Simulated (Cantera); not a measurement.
Feed: 1 mol Fe2O3, a varied amount of H2, 0.035 mol H2O, equilibrated at 1698 K and 5.60 mbar.

Equilibrium computed with Cantera from the NASA thermochemical tables; the gas is ideal and each condensed phase is pure. Candidate condensed phases: Fe, FeO, Fe(OH)2, Fe(OH)3, Fe2O3, Fe3O4, H2O; 12 gas species. Mutual solubility and eutectic melting of coexisting phases are not modelled. The tables' stoichiometric FeO is somewhat more stable than real wüstite, so its field is too wide. FeO: taken at fixed stoichiometry. Kinetics and transport are ignored.

x: gas mole fraction; n: condensed amount in mol.

| n(H2) (mol) | x H2 | x H2O | x H | x Fe | x OH | n FeO(l) | n Fe(δ) |
|---|---|---|---|---|---|---|---|
| 2.9 | 0.645 | 0.353 | 0.00155 | 0.000932 | 4.37e-5 | 2.00 | 0 |
| 6.4 | 0.679 | 0.319 | 0.00159 | 0.00109 | 3.84e-5 | 0.981 | 1.01 |
| 14 | ___ | ___ | 0.00171 | 0.00109 | ___ | 0 | 1.98 |
| 32 | 0.903 | 0.0945 | 0.00184 | 0.00109 | 9.88e-6 | 0 | 1.97 |
| 71 | 0.954 | 0.0426 | 0.00189 | 0.00109 | 4.33e-6 | 0 | 1.92 |
| 160 | 0.978 | ___ | 0.00191 | 0.00109 | ___ | 0 | 1.83 |
| 360 | 0.989 | 0.00841 | 0.00192 | 0.00109 | 8.40e-7 | 0 | 1.61 |
| 790 | 0.993 | 0.00383 | 0.00193 | 0.00109 | 3.82e-7 | 0 | 1.14 |
| 1800 | 0.995 | 0.00168 | 0.00193 | 0.00109 | 1.68e-7 | 0 | 0.0385 |

Q: Fill in the missing entries.

A: 
- 160, x H2O: 0.0189
- 160, x OH: 1.90e-6
- 14, x H2: 0.781
- 14, x H2O: 0.216
- 14, x OH: 2.42e-5
